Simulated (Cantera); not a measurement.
An isothermal, constant-pressure homogeneous reactor starts with NH₃ : N₂ = 1 : 7.7 (molar parts), at 1900 K and 0.0168 atm.

Model: the gas-phase N/H chemistry of the illustrative SiF4/NH3 mechanism in the Surface Chemkin manual (1991), integrated in Cantera. Walls and surfaces, which speed up NH3 decomposition in real reactors, are not modelled.

Task: Predict: x(NH₃) at 5.00 s; x(H) at 5.00 s; x(NH) at 5.00 s; x(N₂) at 5.00 s; x(N) at 5.00 s; x(H₂) at 5.00 s.

Result: 
```json
{
 "x(NH₃) at 5.00 s": "0.0179 (gas-phase equilibrium 2.23e-8)",
 "x(H) at 5.00 s": "0.000195 (gas-phase equilibrium 0.00240)",
 "x(NH) at 5.00 s": "4.21e-6 (gas-phase equilibrium 6.08e-10)",
 "x(N₂) at 5.00 s": "0.851 (gas-phase equilibrium 0.844)",
 "x(N) at 5.00 s": "8.65e-7 (gas-phase equilibrium 1.39e-9)",
 "x(H₂) at 5.00 s": "0.130 (gas-phase equilibrium 0.153)"
}
```
